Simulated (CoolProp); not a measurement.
A single-stage vapour-compression cycle with R21: evaporating at 238.15 K (dew point), condensing at 278.15 K (bubble point), superheat 10 K, subcooling 0 K, compressor efficiency 0.65, no pressure losses. Each further row changes one setting.

Computed with CoolProp (reference Helmholtz-energy equation of state, Platzer 1990). This equation is an older, rougher fit; its heat capacities, sound speeds and derivatives of the liquid may be far off and weren't checked against measurements.

| case | cooling COP | pressure ratio | discharge temperature (K) | refrigerating effect (kJ/kg) | volumetric capacity (kJ/m³) |
|---|---|---|---|---|---|
| as stated | 3.37 | 6.82 | 361.9 | 227 | 146 |
| evaporating temperature 243.15 K | 4.00 | 5.15 | 350.6 | 230 | 191 |
| condensing temperature 273.15 K | 3.91 | 5.56 | 349.3 | 232 | 149 |
| subcooling 5 K | 3.44 | 6.82 | 361.9 | 232 | 149 |
| superheat 20 K | 3.32 | 6.82 | 374.2 | 232 | 143 |
| compressor efficiency 0.55 | 2.85 | 6.82 | 380.3 | 227 | 146 |
